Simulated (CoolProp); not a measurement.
The fluid at 497.6 K and 0.177 MPa expands adiabatically to 0.0186 MPa with isentropic efficiency 1. The same conditions are run with several fluids, on thermodynamics alone (safety and materials aside).

The numbers come from the reference Helmholtz-energy equation of state of each fluid (propylene glycol: Eisenbach 2021; sulfur hexafluoride: Guder 2009; R115: Lemmon 2016; chloromethane (R40): Thol 2014; R407C: Lemmon 2003) in CoolProp. Blends and air are pseudo-pure fits.

```
fluid                work (kJ/kg)  final temperature (K)  final density (kg/m³)
-------------------  ------------  ---------------------  ---------------------
propylene glycol                ?                  449.0                      ?
sulfur hexafluoride          59.2                      ?                      ?
R115                            ?                      ?                  0.797
chloromethane (R40)           154                  339.4                  0.333
R407C                        97.7                  404.7                  0.477
```

**Question.** Some entries are withheld; supply them.

**Answer.** 
- propylene glycol, work (kJ/kg): 115
- propylene glycol, final density (kg/m³): 0.381
- sulfur hexafluoride, final temperature (K): 427.8
- sulfur hexafluoride, final density (kg/m³): 0.764
- R115, work (kJ/kg): 56.3
- R115, final temperature (K): 434.3
